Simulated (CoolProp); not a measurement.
Vapour-liquid equilibrium of dimethyl carbonate (1) + n-octane (2) at 430.4 K; x and y are mole fractions of (1).

Model: multi-fluid Helmholtz-energy mixture model, Zhou 2011 and Beckmüller 2019; pair parameters Bell 2016, in CoolProp.

Give the bubble pressure and the first vapour's composition at x = 0.125, 0.2, 0.5. Is there an azeotrope?

x = 0.125: 0.3490 MPa, y = 0.399; x = 0.2: 0.4053 MPa, y = 0.509; x = 0.5: 0.5363 MPa, y = 0.709. y crosses x between x = 0.875 and 0.95: the model has an azeotrope there.

The pair parameters rest on a limited set of measurements; away from them the model extrapolates.
